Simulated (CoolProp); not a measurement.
Vapour-liquid equilibrium of R134a (1) + R227EA (2) at 0.0988 bar; x and y are mole fractions of (1).

The numbers come from the multi-fluid Helmholtz-energy mixture model, Tillner-Roth 1994 and Lemmon 2016; pair parameters Bell 2016 in CoolProp.

```tsv
x	bubble temperature (°C)	y at the bubble point	dew temperature at overall composition x (°C)	liquid density (mol/L)
0.05	-60.2	0.097	-59.9	10.08
0.2	-62.1	0.327	-61.1	10.64
0.35	-63.6	0.497	-62.3	11.24
0.5	-64.7	0.631	-63.6	11.90
0.65	-65.6	0.745	-64.9	12.62
0.8	-66.3	0.852	-66.0	13.42
0.95	-66.9	0.961	-66.8	14.32
```

No azeotrope shows between x = 0.05 and 0.95.

The pair parameters rest on a limited set of measurements; away from them the model extrapolates.
